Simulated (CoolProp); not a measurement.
CH2F2 (R32) along the isotherm 435 K: density (kg/m³) from the reference equation and from simpler models built on Tc = 351.3 K, pc = 5783 kPa, ω = 0.277; each cubic takes its own stable root.

Values from CoolProp's reference Helmholtz-energy equation of state, Tillner-Roth 1997.

```
p (kPa)          phase  reference  van der Waals  Redlich-Kwong  Peng-Robinson
-------  -------------  ---------  -------------  -------------  -------------
183                gas      2.647          2.647          2.647          2.648
295                gas      4.282          4.282          4.283          4.284
477                gas      6.964          6.962          6.965          6.968
771                gas      11.36          11.36          11.37          11.37
1250               gas      18.70          18.70          18.72          18.73
2010               gas      30.84          30.86          30.89          30.89
3250               gas      52.07          52.24          52.21          52.13
5250               gas      90.64          91.92          91.20          90.41
8490     supercritical      167.6          177.7          169.8          164.0
13700    supercritical      331.6          340.8          324.2          300.9
22200    supercritical      559.0          448.7          488.0          477.0
35800    supercritical      724.1          520.0          611.2          629.3
57800    supercritical      849.3          578.1          714.8          758.2
```
